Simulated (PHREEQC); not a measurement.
A solution holds 53 mmol/kgw Cu(BF4)2, 0.76 mmol/kgw HNO3 and 3.5 mmol/kgw H3BO3, at 44 °C. Closed to the air; pH follows from the charge balance.

Computed with PHREEQC (ion-association model, wateq4f.dat).

```json
[
 {"quantity": "pH", "before": "2.58", "after": "2.88"},
 {"quantity": "H3BO3 (mol/kgw)", "before": "0.00397", "after": "0.00213"},
 {"quantity": "H2BO3- (mol/kgw)", "before": "1.79e-9", "after": "1.55e-9"}
]
```

What was changed between the two runs?
A) diluted 5-fold with water
B) H3BO3 from 0.0035 to 0.00525 mol/kgw
C) HNO3 from 0.00076 to 0.00114 mol/kgw
D) Cu(BF4)2 left out
E) temperature from 44 to 25 °C

A, diluted 5-fold with water

This is a speciation only: nothing precipitates in the calculation. At this temperature some constants are extrapolated from 25 °C, and those without enthalpy data are left unchanged. Real BF4- forms and hydrolyses slowly; the run takes it at equilibrium.
